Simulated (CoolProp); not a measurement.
Properties of dimethyl ether along the isobar 1.01 bar.

Computed with CoolProp (reference Helmholtz-energy equation of state, Wu 2011).

| T (K) | phase | density (kg/m³) | Joule-Thomson coefficient (K/MPa) | isothermal compressibility (1/MPa) |
|---|---|---|---|---|
| 374.4 | gas | 1.507 | 10.92 | 9.986 |
| 391.2 | gas | 1.441 | 9.517 | 9.974 |
| 407.9 | gas | 1.381 | 8.384 | 9.965 |
| 424.6 | gas | 1.325 | 7.452 | 9.957 |
| 441.4 | gas | 1.274 | 6.672 | 9.951 |
| 458.1 | gas | 1.227 | 6.017 | 9.945 |
| 474.8 | gas | 1.183 | 5.459 | 9.940 |
| 491.5 | gas | 1.143 | 4.978 | 9.936 |
| 508.3 | gas | 1.104 | 4.558 | 9.933 |
| 525 | gas | 1.069 | 4.192 | 9.929 |
